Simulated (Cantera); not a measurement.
# Equilibrium for oxide etching and cleaning by halides: B2O3 + NF3 + O2

Charge: 1 mol B2O3, 0.92 mol NF3, 0.61 mol O2, held at 10000 Pa.

Equilibrium computed with Cantera from the NASA thermochemical tables; the gas is ideal and each condensed phase is pure. Candidate condensed phases: B, BN, B2O3; 31 gas species. Rates play no part.

| T (K) | x O2 | x BOF | x BF3 | x N2 | x B3O3F3 | x NO | x B2O3 | x BOF2 | n B2O3(l) |
|---|---|---|---|---|---|---|---|---|---|
| 1350 | 0.469 | 0.0486 | 0.276 | 0.166 | 0.0394 | 0.000371 | 7.03e-6 | 0.000199 | 0.386 |
| 1400 | 0.457 | 0.0852 | 0.258 | 0.162 | 0.0375 | 0.000484 | 2.40e-5 | 0.000281 | 0.353 |
| 1450 | 0.439 | 0.141 | 0.230 | 0.155 | 0.0340 | 0.000610 | 7.51e-5 | 0.000374 | 0.300 |
| 1500 | 0.413 | 0.220 | 0.191 | 0.146 | 0.0287 | 0.000739 | 0.000217 | 0.000459 | 0.219 |
| 1550 | 0.381 | 0.319 | 0.142 | 0.135 | 0.0216 | 0.000863 | 0.000583 | 0.000509 | 0.102 |
| 1600 | 0.354 | 0.403 | 0.104 | 0.125 | 0.0117 | 0.001000 | 0.00107 | 0.000523 | 0 |
| 1650 | 0.348 | 0.420 | 0.103 | 0.123 | 0.00388 | 0.00121 | 0.000847 | 0.000569 | 0 |
| 1700 | 0.346 | 0.426 | 0.102 | 0.122 | 0.00127 | 0.00146 | 0.000627 | 0.000613 | 0 |
| 1750 | 0.345 | 0.428 | 0.101 | 0.122 | 0.000436 | 0.00176 | 0.000458 | 0.000657 | 0 |
| 1800 | 0.345 | 0.429 | 0.101 | 0.121 | 0.000158 | 0.00209 | 0.000338 | 0.000700 | 0 |
| 1850 | 0.344 | 0.429 | 0.101 | 0.121 | 6.00e-5 | 0.00246 | 0.000252 | 0.000744 | 0 |
x: gas mole fraction; n: condensed amount in mol.

From 1350 K to 1550 K the condensed part is B2O3(l). From 1600 K to 1850 K nothing is condensed. The main B-bearing gas is BF3 at 1350 K and BOF at 1850 K.
